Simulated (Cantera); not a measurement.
Charge: 1 mol CH3SiCl3, 0.86 mol HCl, 61 mol H2, held at 1852 °C and 9.30 mbar.

Equilibrium computed with Cantera from the NASA thermochemical tables; the gas is ideal and each condensed phase is pure. The feed counts by its element totals alone. The tables' values for SiCl are old estimates; treat these amounts as uncertain. Gases not in the tables: Si2H6 and higher silanes. Kinetics and transport are ignored.

| species | before | after |
|---|---|---|
| H2 | 0.903 | 0.910 |
| HCl | 0.0552 | 0.0556 |
| H | 0.0358 | 0.0300 |
| Si | 0.00171 | 0.00129 |
| SiC2 | 0.000104 | 6.72e-5 |
| Si2C | 7.69e-5 | 5.81e-5 |
| Cl | 0.00161 | 0.00134 |
| C2H2 (acetylene) | 0.00129 | 0.00111 |
| SiCl | 0.000162 | 0.000147 |
| SiH | 8.07e-5 | 7.33e-5 |
| SiC(s), mol | 0.809 | 0.840 |
Gas species are given as mole fractions.

Name the change that produced these shifts.
(A) temperature from 1852 °C to 627 °C
(B) pressure from 9.30 mbar to 13.3 mbar
(C) temperature from 1852 °C to 2327 °C
(D) HCl from 0.86 to 4.2 mol

B, pressure from 9.30 mbar to 13.3 mbar
